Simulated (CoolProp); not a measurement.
Vapour-liquid equilibrium of dimethyl ether (1) + n-butane (2) at 191.7 K; x and y are mole fractions of (1).

Values from CoolProp's multi-fluid Helmholtz-energy mixture model, Wu 2011 and Bücker 2006; pair parameters Bell 2016.

```tsv
x	bubble pressure (bar)	y at the bubble point	dew pressure at overall composition x (bar)	liquid density (mol/L)
0.05	[?]	0.304	[?]	11.93
0.2	[?]	0.621	[?]	12.57
0.35	0.02646	0.731	0.01426	13.29
0.5	0.02968	0.792	0.01757	14.08
0.65	0.03198	0.839	0.02265	14.97
0.8	0.03390	0.889	0.03010	15.99
0.95	0.03553	0.964	0.03532	17.14
```

Some entries are withheld; supply them.


- 0.05, bubble pressure (bar): 0.01346
- 0.05, dew pressure at overall composition x (bar): 0.01030
- 0.2, bubble pressure (bar): 0.02148
- 0.2, dew pressure at overall composition x (bar): 0.01197

No azeotrope shows between x = 0.05 and 0.95.

The pair parameters rest on a limited set of measurements; away from them the model extrapolates.
